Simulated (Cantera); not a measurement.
A perfectly stirred reactor is fed with 14.9 % CH4, 19.8 % O2, 65.4 % N2, equivalence ratio 1.5, at 780000 Pa; it is adiabatic with a 450 K inlet, and is followed from long to short residence time, starting on the burning branch (τ in s: 0.024, 0.012, 0.0058, 0.0028, 0.0014, 0.00068, 0.00033, 0.00016, 8e-05, 3.9e-05, 1.9e-05, 9.5e-06, 4.6e-06).

Detailed kinetics in Cantera: GRI-Mech 3.0 (53 species, 325 reactions).

x: mole fraction; the columns are a selection and need not sum to one.

```
τ (s)    T (K)    x CH4      x O2    x HCO     x NO2    x C2H2    x C2H4
-------  -----  -------  --------  -------  --------  --------  --------
0.024     2116  0.00109  0.000136  1.08e-7  4.12e-10  0.000238   2.78e-6
0.012     2118  0.00172  0.000259  1.31e-7  5.56e-10  0.000545   7.17e-6
0.0058    2121      [?]       [?]      [?]  7.47e-10       [?]       [?]
0.0028    2121  0.00361  0.000970  2.53e-7  9.97e-10   0.00181   3.75e-5
0.0014    2118      [?]       [?]      [?]       [?]       [?]       [?]
0.00068   2108  0.00626   0.00337  6.43e-7   1.72e-9   0.00334  0.000147
0.00033   2081  0.00836   0.00651  1.12e-6   2.18e-9   0.00394  0.000298
0.00016   2006   0.0129    0.0147  2.01e-6   2.33e-9   0.00421  0.000736
8.0e-5     450    0.149     0.198   <1e-12    <1e-12    <1e-12    <1e-12
3.9e-5     450    0.149     0.198   <1e-12    <1e-12    <1e-12    <1e-12
1.9e-5     450    0.149     0.198   <1e-12    <1e-12    <1e-12    <1e-12
9.5e-6     450    0.149     0.198   <1e-12    <1e-12    <1e-12    <1e-12
4.6e-6     450    0.149     0.198   <1e-12    <1e-12    <1e-12    <1e-12
```

Some entries are withheld; supply them.


- 0.0058, x CH4: 0.00257
- 0.0058, x O2: 0.000505
- 0.0058, x HCO: 1.75e-7
- 0.0058, x C2H2: 0.00108
- 0.0058, x C2H4: 1.72e-5
- 0.0014, x CH4: 0.00477
- 0.0014, x O2: 0.00179
- 0.0014, x HCO: 3.88e-7
- 0.0014, x NO2: 1.31e-9
- 0.0014, x C2H2: 0.00258
- 0.0014, x C2H4: 7.42e-5
